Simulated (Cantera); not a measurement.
Feed: 1 mol PH3, 0.28 mol O2, at 1400 Pa.

Cantera equilibrium calculation (NASA polynomials, part measured and part estimated; ideal gas, pure solids and liquids). Candidate condensed phases: H2O, P, P4O10; 17 gas species. Gases not in the tables: HPO2, HPO3 and P4O6. The numbers say what is thermodynamically allowed, not how fast it happens.

log p: log10 of the partial pressure in bar; nothing condenses.

```
T (°C)  log p H2  log p H2O  log p P2  log p PO  log p PO2  log p P4  log p H
------  --------  ---------  --------  --------  ---------  --------  -------
950        -2.11      -2.50     -2.59     -4.45      -4.13     -3.37      [?]
1050       -2.14      -2.48     -2.51     -3.88      -3.63     -3.93      [?]
1150       -2.13      -2.54     -2.51     -3.55      -3.46     -4.55      [?]
1250       -2.11      -2.62     -2.54     -3.29      -3.37     -5.12      [?]
1350       -2.10      -2.70     -2.57     -3.09      -3.34     -5.65      [?]
1450       -2.08      -2.79     -2.61     -2.93      -3.35     -6.13      [?]
1550       -2.07      -2.89     -2.64     -2.81      -3.39     -6.57      [?]
1650       -2.07      -3.00     -2.68     -2.72      -3.46     -6.97      [?]
```

**Question.** Some entries are withheld; supply them.

**Answer.** 
- 950, log p H: -7.58
- 1050, log p H: -6.87
- 1150, log p H: -6.24
- 1250, log p H: -5.69
- 1350, log p H: -5.21
- 1450, log p H: -4.78
- 1550, log p H: -4.40
- 1650, log p H: -4.06
